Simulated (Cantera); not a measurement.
# Thermodynamics of abatement and gas-phase synthesis, feed CS₂ + H₂

Input: 1 mol CS₂, 1.8 mol H₂, at 2423 K and 13500 Torr.

These are equilibrium values from Cantera (NASA tables, ideal gas, pure condensed phases), not measurements of a reactor. Candidate condensed phases: C, C₆H₆, C₇H₈, C₈H₁₈, S; 83 gas species. The numbers say what is thermodynamically allowed, not how fast it happens.

| Property | Result |
|---|---|
| x(H₂) | 0.522 |
| x(CS₂) | 0.211 |
| x(H₂S) | 0.120 |
| x(S₂) | 0.0566 |
| x(CS) | 0.0534 |
| x(SH) | 0.0266 |
| x(C₂H₂ (acetylene)) | 0.00404 |
| x(H) | 0.00302 |
| x(S) | 0.00176 |
| n(C(graphite)) | 0.258 mol |
| gas amount | 2.713 mol |
| log10 activity of S(l) (absent) | -1.74 |
